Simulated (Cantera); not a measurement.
A perfectly stirred reactor is fed with 3.10 % H₂, 96.9 % O₂, equivalence ratio 0.016, at 10.00 Torr; it is held at 1375 K, and followed from long to short residence time.

Model: GRI-Mech 3.0 (53 species, 325 reactions), integrated in Cantera. Radical loss at walls, strong at low pressure, is not modelled.

### Question
Predict: x(H₂) at τ = 2.70 s; x(O₂) at τ = 2.70 s; x(OH) at τ = 2.70 s; x(H₂O) at τ = 2.70 s; x(H₂O₂) at τ = 2.70 s; x(H₂) at τ = 43.0 ms; x(O₂) at τ = 43.0 ms; x(OH) at τ = 43.0 ms; x(H₂O) at τ = 43.0 ms; x(H₂O₂) at τ = 43.0 ms.

### Answer
```json
{
 "x(H₂) at τ = 2.70 s": "5.49e-5",
 "x(O₂) at τ = 2.70 s": "0.965",
 "x(OH) at τ = 2.70 s": "0.00127",
 "x(H₂O) at τ = 2.70 s": "0.0307",
 "x(H₂O₂) at τ = 2.70 s": "1.74e-8",
 "x(H₂) at τ = 43.0 ms": "0.000473",
 "x(O₂) at τ = 43.0 ms": "0.948",
 "x(OH) at τ = 43.0 ms": "0.00336",
 "x(H₂O) at τ = 43.0 ms": "0.0281",
 "x(H₂O₂) at τ = 43.0 ms": "3.60e-8"
}
```
